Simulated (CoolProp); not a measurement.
Vapour-liquid equilibrium of CH2F2 (R32) (1) + fluoroethane (R161) (2) at 249.5 K; x and y are mole fractions of (1).

Values from CoolProp's multi-fluid Helmholtz-energy mixture model, Tillner-Roth 1997 and Wu 2012; pair parameters Bell 2016.

| x | bubble pressure, mixture model (MPa) | bubble pressure, Raoult's law (MPa) | y, mixture model | y, Raoult's law |
|---|---|---|---|---|
| 0.05 | 0.1962 | 0.1928 | 0.103 | 0.091 |
| 0.2 | 0.2275 | 0.2180 | 0.335 | 0.324 |
| 0.35 | ? | 0.2433 | ? | 0.507 |
| 0.5 | ? | 0.2686 | 0.640 | 0.657 |
| 0.65 | ? | 0.2938 | ? | 0.780 |
| 0.8 | 0.3236 | 0.3191 | ? | 0.884 |
| 0.95 | 0.3455 | 0.3443 | 0.968 | 0.973 |

Problem. Fill in the missing entries.

Solution. 
- 0.35, bubble pressure, mixture model (MPa): 0.2543
- 0.35, y, mixture model: 0.504
- 0.5, bubble pressure, mixture model (MPa): 0.2786
- 0.65, bubble pressure, mixture model (MPa): 0.3015
- 0.65, y, mixture model: 0.759
- 0.8, y, mixture model: 0.868

The largest gap from Raoult's law is +4.5 % in bubble pressure, at x = 0.35. No azeotrope shows between x = 0.05 and 0.95.

Pair parameters are fitted to limited data, so mixtures are less certain than the pure fluids.
